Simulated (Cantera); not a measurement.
Input: 1 mol SiH4, 16 mol H2, equilibrated at 1748 K and 10.5 Torr.

Equilibrium computed with Cantera from the NASA thermochemical tables; the gas is ideal and each condensed phase is pure. Candidate condensed phases: Si; 9 gas species. Gases not in the tables: Si2H6 and higher silanes. Kinetics and transport are ignored.

Base state: H2 0.998, H 0.00193, Si 0.000104, SiH2 2.05e-5, SiH 1.64e-5 (mole fractions); condensed: Si(l).

### Question
What changes in the equilibrium state with this change: SiH4 replaced by SiH2Cl2?

### Answer
```json
[
 {"species": "H2", "before": "0.998", "after": "0.906"},
 {"species": "HCl", "before": "0", "after": "0.0721"},
 {"species": "SiCl2", "before": "0", "after": "0.0191"},
 {"species": "Cl", "before": "0", "after": "0.000113"},
 {"species": "SiCl", "before": "0", "after": "0.000111"},
 {"species": "Si(l), mol", "before": "0.997", "after": "0.649"}
]
```
The tables' values for SiCl, SiCl3 are old estimates; treat these amounts as uncertain.
